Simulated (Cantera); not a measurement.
# N2O furnace oxynitridation

A perfectly stirred reactor is fed with 53.2 % N₂O, 46.8 % N₂, at 10.00 Torr; it is held at 1173 K, and followed from long to short residence time.

Computed with Cantera and GRI-Mech 3.0 (53 species, 325 reactions). GRI-Mech 3.0 was tuned for natural gas; its chemistry of N2O as a main component is partial and can be far from experiment. Radical loss at walls, strong at low pressure, is not modelled. The mechanism lacks the step 2 NO + O2 → 2 NO2, which can matter for NO2 below about 1400 K. The temperature is held fixed by assumption; the heat of reaction is taken as removed at once.

```tsv
τ (s)	x N₂O	x N₂	x NO	x NO₂	x O	x O₂
21	0.471	0.503	0.00454	7.13e-7	1.19e-6	0.0218
2.7	0.523	0.473	0.000648	6.74e-8	1.19e-6	0.00312
0.35	0.531	0.469	8.51e-5	2.65e-9	1.19e-6	0.000409
0.046	0.532	0.468	1.10e-5	5.34e-11	1.17e-6	5.29e-5
0.0059	0.532	0.468	1.25e-6	<1e-12	1.03e-6	5.99e-6
0.00077	0.532	0.468	8.57e-8	<1e-12	5.43e-7	4.12e-7
0.00010	0.532	0.468	2.40e-9	<1e-12	1.17e-7	1.15e-8
```
x: mole fraction; the columns are a selection and need not sum to one.
